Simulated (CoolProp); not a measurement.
Vapour-liquid equilibrium of propane (1) + m-xylene (2) at 0.151 MPa; x and y are mole fractions of (1).

Model: multi-fluid Helmholtz-energy mixture model, Lemmon 2009 and Zhou 2012; pair parameters Bell 2016, in CoolProp.

```csv
x,bubble temperature (K),y at the bubble point,dew temperature at overall composition x (K),liquid density (mol/L)
0.05,337.2,0.947,425.6,7.916
0.2,275.5,0.998,418.6,8.950
0.35,260.3,1.000,410.6,9.665
0.5,253.0,1.000,401.1,10.37
0.65,248.5,1.000,389.0,11.11
0.8,245.1,1.000,371.7,11.88
0.95,241.7,1.000,335.9,12.67
```

No azeotrope shows between x = 0.05 and 0.95.

The pair parameters rest on a limited set of measurements; away from them the model extrapolates. With so large a gap from Raoult's law the liquid may split in two, which this calculation doesn't test in full.
